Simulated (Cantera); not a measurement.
A Cantera script and what it prints.

```python
import numpy as np
import cantera as ct

gas_names = """
    N NO NO2 NO3 N2 N2O O O2 O3 V VN VO VO2
""".split()
cond_names = """
    V(cr) V(L) VN(s) VO(s) VO(L) V2O3(s) V2O3(L) V2O4(I) V2O4(II) V2O4(L) V2O5(s) V2O5(L)
""".split()


# ... load() reads the species with a 1 bar reference pressure and builds the phases ...
atoms = {
    'V': {'V': 1},
    'O2': {'O': 2},
    'N2': {'N': 2},
}
top_T = {'VN(s)': 2300}  # K; cautious upper limits of use, not melting points


# ... equilibrate(T, P, feed) seeds the gas with the atoms and calls Mixture.equilibrate('TP', solver="vcs", rtol=1e-11, max_steps=5000) ...
results = []
feed = {'V': 1, 'O2': 2.1, 'N2': 34}  # mol
P = 6.6  # Pa
for T in [975, 1075, 1175, 1275, 1375, 1475, 1575, 1675]:
    mix = equilibrate(T, P, feed)
    results.append((T, P, feed, dict(zip(mix.species_names, mix.species_moles))))

top = {s: max(r[3][s] / sum(r[3][g] for g in gas_names) for r in results) for s in gas_names}
cols = sorted((s for s in top if top[s] > 1e-05), key=lambda s: -top[s])[:7]
seen = [c for c in cond_names if any(r[3].get(c, 0) > 1e-12 for r in results)]
print("log10 of partial pressures in bar; condensed amounts in mol")
print(f"{'T/K':>10s}" + "".join(f"{s[:9]:>10s}" for s in cols + seen))
for T, P, feed, n in results:
    ng = sum(n[g] for g in gas_names)
    print(f"{T:10.4g}" + "".join(f"{np.log10(max(n[s] / ng * P / 1e5, 1e-99)):10.3f}" for s in cols)
          + "".join(f"{n.get(c, 0):10.4g}" for c in seen))
```

Result:

```
log10 of partial pressures in bar; condensed amounts in mol
       T/K        N2        O2       VO2        NO         O  V2O4(II)
       975    -4.194    -5.684   -15.574    -9.176   -12.984       0.5
      1075    -4.194    -5.685   -13.279    -8.720   -11.724       0.5
      1175    -4.194    -5.685   -11.384    -8.342   -10.678       0.5
      1275    -4.194    -5.685    -9.797    -8.024    -9.795       0.5
      1375    -4.194    -5.686    -8.448    -7.752    -9.039    0.4991
      1475    -4.195    -5.688    -7.289    -7.517    -8.386    0.4863
      1575    -4.198    -5.695    -6.284    -7.316    -7.818    0.3605
      1675    -4.207    -5.710    -5.738    -7.147    -7.321         0
```

Equilibrium computed with Cantera from the NASA thermochemical tables; the gas is ideal and each condensed phase is pure. Condensed phases not in the tables: the oxides between V2O3 and V2O5 other than VO2.
